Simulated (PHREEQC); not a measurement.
Make-up at 65 °C: 13 mmol/kgw (NH4)2HPO4. Closed to the air; pH follows from the charge balance.

Equilibrium calculation in PHREEQC: ion-association model, wateq4f.dat.

```yaml
pH: 7.39
ionic_strength: 0.0327 mol/kgw
total_alkalinity: 13.0 meq/kg
```

```csv
species,molality,activity,log γ
NH4+,0.0229,0.0191,-0.079
HPO4-2,0.00985,0.00487,-0.306
H2PO4-,0.00315,0.00265,-0.075
NH3,0.00314,0.00314,0.000
OH-,3.53e-6,2.92e-6,-0.082
PO4-3,5.27e-7,1.08e-7,-0.689
H+,4.78e-8,4.12e-8,-0.065
H3PO4,2.42e-8,2.44e-8,0.003
```

No solid was allowed to form. Complexes and solids missing from the database can't appear. H3PO4, which wateq4f.dat lacks, is added to it with the constant of phreeqc.dat. Constants without temperature data keep their 25 °C values here.
